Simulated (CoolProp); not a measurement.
Cyclopentane along the isotherm 195.45 °C: density (kg/m³) from the reference equation and from simpler models built on Tc = 238.6 °C, pc = 4.583 MPa, ω = 0.202; each cubic takes its own stable root.

Values from CoolProp's reference Helmholtz-energy equation of state, Gedanitz 2015.

```json
[
 {"p (MPa)": "0.229", "phase": "gas", "reference": "4.223"},
 {"p (MPa)": "0.458", "phase": "gas", "reference": "8.666"},
 {"p (MPa)": "0.687", "phase": "gas", "reference": "13.36"},
 {"p (MPa)": "0.917", "phase": "gas", "reference": "18.37"},
 {"p (MPa)": "1.15", "phase": "gas", "reference": "23.80"},
 {"p (MPa)": "1.37", "phase": "gas", "reference": "29.32"},
 {"p (MPa)": "1.6", "phase": "gas", "reference": "35.60"},
 {"p (MPa)": "1.83", "phase": "gas", "reference": "42.54"},
 {"p (MPa)": "2.06", "phase": "gas", "reference": "50.35"},
 {"p (MPa)": "2.29", "phase": "gas", "reference": "59.40"}
]
```

How far does each simpler model (ideal gas, van der Waals, Redlich-Kwong, Peng-Robinson) lie from the reference over these 10 states: mean and median of the absolute difference, and the worst?


- ideal gas: mean 15.2 %, median 14.5 %, worst -30.6 % at 195.45 °C and 2.29 MPa
- van der Waals: mean 4.3 %, median 3.7 %, worst -10.0 % at 195.45 °C and 2.29 MPa
- Redlich-Kwong: mean 1.7 %, median 1.3 %, worst -4.3 % at 195.45 °C and 2.29 MPa
- Peng-Robinson: mean 0.4 %, median 0.4 %, worst +0.5 % at 195.45 °C and 1.6 MPa
